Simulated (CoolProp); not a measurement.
Saturation properties of n-perfluorohexane (Tc = 448.0 K, pc = 17.42 bar, ω = 0.497).

Values from CoolProp's reference Helmholtz-energy equation of state, Gao 2022.

| T (K) | p (bar) | liquid density (kg/m³) | vapour density (kg/m³) | enthalpy of vaporisation (kJ/kg) |
|---|---|---|---|---|
| 230.5 | 0.004753 | 1865 | 0.08392 | 109.9 |
| 240.1 | 0.01024 | 1839 | 0.1737 | 107.5 |
| 249.7 | 0.02050 | 1812 | 0.3348 | 105.1 |
| 259.3 | 0.03847 | 1786 | 0.6063 | 102.8 |
| 268.9 | 0.06821 | 1759 | 1.040 | 100.4 |
| 278.5 | 0.1151 | 1732 | 1.700 | 98.06 |
| 288.1 | 0.1857 | 1705 | 2.668 | 95.66 |
| 297.7 | 0.2884 | 1677 | 4.037 | 93.23 |
| 307.3 | 0.4325 | 1649 | 5.918 | 90.74 |
| 316.9 | 0.6290 | 1620 | 8.440 | 88.19 |
| 326.5 | 0.8900 | 1590 | 11.75 | 85.54 |
| 336.1 | 1.229 | 1560 | 16.02 | 82.79 |
| 345.7 | 1.661 | 1528 | 21.46 | 79.92 |
| 355.3 | 2.201 | 1494 | 28.31 | 76.89 |
| 364.9 | 2.866 | 1458 | 36.89 | 73.67 |

It boils at 330.3 K under 1 atm.
